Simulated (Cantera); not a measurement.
A closed system holds: 1 mol MgO, a varied amount of C, 1.4 mol CO, at 2050 °C and 10000 Pa.

These are equilibrium values from Cantera (NASA tables, ideal gas, pure condensed phases), not measurements of a reactor. Candidate condensed phases: C, Mg, MgCO₃, MgO; 15 gas species. Kinetics and transport are ignored.

x: gas mole fraction; n: condensed amount in mol.

| n(C) (mol) | x CO | x Mg | x CO₂ | x MgO | x O | n MgO(s) | n C(graphite) |
|---|---|---|---|---|---|---|---|
| 0.3 | 0.836 | 0.156 | 0.00746 | 4.83e-5 | … | 0.685 | 0 |
| 0.42 | 0.802 | 0.192 | 0.00582 | 4.83e-5 | … | 0.567 | 0 |
| 0.53 | 0.776 | 0.219 | 0.00493 | 4.83e-5 | … | 0.458 | 0 |
| 0.64 | 0.754 | 0.242 | 0.00434 | 4.83e-5 | 4.38e-6 | 0.348 | 0 |
| 0.76 | 0.733 | 0.263 | 0.00389 | 4.83e-5 | 4.03e-6 | 0.228 | 0 |
| 0.87 | 0.717 | 0.280 | 0.00358 | 4.83e-5 | 3.79e-6 | 0.119 | 0 |
| 0.99 | 0.702 | 0.295 | 0.00290 | 4.22e-5 | … | 0 | 0 |
| 1.1 | 0.706 | 0.294 | 3.43e-7 | 4.95e-9 | 3.70e-10 | 0 | 0.1000 |
| 1.2 | 0.706 | 0.294 | 3.43e-7 | 4.95e-9 | 3.70e-10 | 0 | 0.200 |
| 1.3 | 0.706 | 0.294 | 3.43e-7 | 4.95e-9 | 3.70e-10 | 0 | 0.300 |
| 1.4 | 0.706 | 0.294 | 3.43e-7 | 4.95e-9 | 3.70e-10 | 0 | 0.400 |
| 1.6 | 0.706 | 0.294 | 3.43e-7 | 4.95e-9 | 3.70e-10 | 0 | 0.600 |

What belongs in the gaps?


- 0.3, x O: 6.79e-6
- 0.42, x O: 5.52e-6
- 0.53, x O: 4.84e-6
- 0.99, x O: 3.15e-6
